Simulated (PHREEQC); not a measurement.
**Hard or scaling water**

Solution (80 °C): 5.2 mmol/kgw MgCl2, 0.37 mmol/kgw CO2 and 5.7 mmol/kgw NaCl. Closed to the air; pH follows from the charge balance.

The numbers come from PHREEQC with the ion-association model, phreeqc.dat.

No solid was allowed to form.

Task: What pH, specific conductance does the model give?

Result: pH 4.88; specific conductance 4530 µS/cm.

Task: In which forms is C present?

Result: CO2 96 %, HCO3- 3.9 % of the C.

Complexes and solids missing from the database can't appear. Away from 25 °C the constants follow the database's enthalpies or fits; those with neither stay at their 25 °C values.
